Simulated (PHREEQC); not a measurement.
A solution holds 1.9 mol H2SO4 and 1.2 mol NaCl per kg of water, at 75 °C. Closed to the air; pH follows from the charge balance.

All values are PHREEQC results (Pitzer model, pitzer.dat), not measurements.

Each row changes one thing in this solution. This is a speciation only: nothing precipitates in the calculation.

```tsv
case	pH	ionic strength (mol/kgw)	HSO4- (mol/kgw)	SO4-2 (mol/kgw)
as made	-0.69	3.36	1.77	0.131
temperature from 75 to 65 °C	-0.71	3.42	1.74	0.162
NaCl left out	-0.49	2.28	1.71	0.190
diluted 10-fold with water	0.80	0.345	0.173	0.0174
diluted 100-fold with water	…	0.0387	0.0152	0.00385
temperature from 75 to 70 °C	-0.70	3.39	1.75	0.145
temperature from 75 to 35 °C	-0.78	3.70	…	0.301
diluted 5-fold with water	0.47	0.684	0.348	0.0319
```

Q: Fill in the missing entries.

A: 
- diluted 100-fold with water, pH: 1.73
- temperature from 75 to 35 °C, HSO4- (mol/kgw): 1.60

Complexes and solids missing from the database can't appear. In brines, pH and single-ion activities rest on the MacInnes convention. Away from 25 °C the constants follow the database's enthalpies or fits; those with neither stay at their 25 °C values.
